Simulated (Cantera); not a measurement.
Feed: 1 mol Si2H6, 0.38 mol Cl2, 17 mol H2, 3 mol HCl, equilibrated at 1300 °C and 0.133 bar.

These are equilibrium values from Cantera (NASA tables, ideal gas, pure condensed phases), not measurements of a reactor. Candidate condensed phases: Si; 19 gas species. The feed counts by its element totals alone. The tables' values for SiCl3 are old estimates; treat these amounts as uncertain. Rates play no part.

Base state: H2 0.875, HCl 0.0904, SiCl2 0.0316, SiCl3 0.00177, SiHCl3 0.000337, SiCl4 0.000262, H 0.000104, SiH2Cl2 7.13e-5 (mole fractions); condensed: Si(s).

Q: What changes in the equilibrium state with this change: Si2H6 replaced by Si2Cl6?

A: 
| species | before | after |
|---|---|---|
| H2 | 0.875 | 0.686 |
| HCl | 0.0904 | 0.227 |
| SiCl2 | 0.0316 | 0.0690 |
| SiCl3 | 0.00177 | 0.0110 |
| SiCl4 | 0.000262 | 0.00462 |
| SiHCl3 | 0.000337 | 0.00185 |
| Si(s), mol | 1.21 | 0 |
